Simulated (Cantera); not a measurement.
## Calcination and drying: KOH + C + H2

Charge: 1 mol KOH, 0.095 mol C, 0.12 mol H2, held at 560 Pa.

Cantera equilibrium calculation (NASA polynomials, part measured and part estimated; ideal gas, pure solids and liquids). Candidate condensed phases: C, C6H6, C7H8, C8H18, H2O, K, KOH, KO2, K2CO3, K2O, K2O2; 116 gas species. Equilibrium is a limit: real reactors are often held back by kinetics, nucleation or transport.

```json
[
 {"T (K)": "898", "log p H2": "-2.40", "log p KOH": "-3.90", "log p K": "-2.84", "log p H2O": "-4.66", "log p CO2": "-10.55", "log p K2(OH)2": "-4.59", "log p CO": "-8.66", "n KOH(l)": "0.702", "n K2CO3(s)": "0.0950", "n K2CO3(l)": "0"},
 {"T (K)": "948", "log p H2": "-2.44", "log p KOH": "-3.41", "log p K": "-2.84", "log p H2O": "-3.95", "log p CO2": "-9.26", "log p K2(OH)2": "-4.20", "log p CO": "-8.02", "n KOH(l)": "0.670", "n K2CO3(s)": "0.0950", "n K2CO3(l)": "0"},
 {"T (K)": "998", "log p H2": "-2.59", "log p KOH": "-2.97", "log p K": "-2.85", "log p H2O": "-3.38", "log p CO2": "-8.17", "log p K2(OH)2": "-3.85", "log p CO": "-7.55", "n KOH(l)": "0.545", "n K2CO3(s)": "0.0950", "n K2CO3(l)": "0"},
 {"T (K)": "1048", "log p H2": "-3.05", "log p KOH": "-2.64", "log p K": "-2.87", "log p H2O": "-3.07", "log p CO2": "-7.26", "log p K2(OH)2": "-3.68", "log p CO": "-7.32", "n KOH(l)": "0", "n K2CO3(s)": "0.0950", "n K2CO3(l)": "0"},
 {"T (K)": "1098", "log p H2": "-3.12", "log p KOH": "-2.64", "log p K": "-2.83", "log p H2O": "-2.99", "log p CO2": "-6.03", "log p K2(OH)2": "-4.13", "log p CO": "-6.16", "n KOH(l)": "0", "n K2CO3(s)": "0.0947", "n K2CO3(l)": "0"},
 {"T (K)": "1148", "log p H2": "-3.20", "log p KOH": "-2.67", "log p K": "-2.79", "log p H2O": "-2.94", "log p CO2": "-4.90", "log p K2(OH)2": "-4.58", "log p CO": "-5.09", "n KOH(l)": "0", "n K2CO3(s)": "0.0906", "n K2CO3(l)": "0"},
 {"T (K)": "1198", "log p H2": "-3.37", "log p KOH": "-2.68", "log p K": "-2.77", "log p H2O": "-2.92", "log p CO2": "-3.95", "log p K2(OH)2": "-4.97", "log p CO": "-4.26", "n KOH(l)": "0", "n K2CO3(s)": "0", "n K2CO3(l)": "0.0565"},
 {"T (K)": "1248", "log p H2": "-3.64", "log p KOH": "-2.68", "log p K": "-2.75", "log p H2O": "-2.95", "log p CO2": "-3.55", "log p K2(OH)2": "-5.31", "log p CO": "-4.05", "n KOH(l)": "0", "n K2CO3(s)": "0", "n K2CO3(l)": "0"},
 {"T (K)": "1298", "log p H2": "-3.73", "log p KOH": "-2.70", "log p K": "-2.73", "log p H2O": "-2.92", "log p CO2": "-3.54", "log p K2(OH)2": "-5.67", "log p CO": "-4.10", "n KOH(l)": "0", "n K2CO3(s)": "0", "n K2CO3(l)": "0"}
]
```
log p: log10 of the partial pressure in bar; n: condensed amount in mol.

From 898 K to 998 K the condensed part is KOH(l) + K2CO3(s). From 1048 K to 1148 K the condensed part is K2CO3(s). At 1198 K the condensed part is K2CO3(l). From 1248 K to 1298 K nothing is condensed. The main K-bearing gas is K at 898 K and KOH at 1298 K.
